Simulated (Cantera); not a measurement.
A Cantera script and what it prints.

```python
import numpy as np
import cantera as ct

gas_names = """
    H HNO HNO2 HNO3 HO2 H2 H2O H2O2 N NH NH2 NH3 NH2OH NO NO2 NO3 N2 N2H2 N2H4 N2O O OH O2 O3 Si SiH
    SiH2 SiH3 SiH4 SiN SiO SiO2 Si2 Si2N Si3
""".split()
cond_names = """
    H2O(s) H2O(L) Si(cr) Si(L) SiO2(Lqz) SiO2(hqz) SiO2(L) Si2N2O(s) Si3N4(a)
""".split()


# ... load() reads the species with a 1 bar reference pressure and builds the phases ...
atoms = {
    'Si': {'Si': 1},
    'H2O': {'H': 2, 'O': 1},
    'N2': {'N': 2},
}
top_T = {'Si2N2O(s)': 2100, 'Si3N4(a)': 2400}  # K; cautious upper limits of use, not melting points


# ... equilibrate(T, P, feed) seeds the gas with the atoms and calls Mixture.equilibrate('TP', solver="vcs", rtol=1e-11, max_steps=5000) ...
results = []
feed = {'Si': 1, 'H2O': 0.067, 'N2': 17}  # mol
T = 1623  # K
P = 101325  # Pa
mix = equilibrate(T, P, feed)
results.append((T, P, feed, dict(zip(mix.species_names, mix.species_moles))))
x = sorted(zip(gas.X, gas.species_names), reverse=True)
print(f"T = {T:g} K  P = {P:g} Pa  gas = {mix.phase_moles(0):.4g} mol")
print("   x: " + "  ".join(f"{s} {v:.3e}" for v, s in x if v > 1e-05))
print("   condensed (mol): " + ("  ".join(f"{mix.phase(i).name} {mix.phase_moles(i):.4g}"
      for i in range(1, mix.n_phases) if mix.phase_moles(i) > 1e-12) or "none"))
```

Result:

```
T = 1623 K  P = 101325 Pa  gas = 16.42 mol
   x: N2 9.959e-01  H2 4.078e-03
   condensed (mol): Si2N2O(s) 0.06698  Si3N4(a) 0.2887
```

Method: chemical equilibrium by Gibbs-energy minimisation in Cantera with the NASA 1993 tables (ideal gas, pure condensed phases). Mutual solubility and eutectic melting of coexisting phases are not modelled.
